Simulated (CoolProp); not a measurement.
Model: reference Helmholtz-energy equation of state, Bücker 2006, in CoolProp.

Give the vapour pressure (MPa), liquid cp (kJ/(kg K)), vapour Z of saturated isobutane at 274.9 K.


| T (K) | p (MPa) | liquid cp (kJ/(kg K)) | vapour Z |
|---|---|---|---|
| 274.9 | 0.167 | 2.29 | 0.941 |
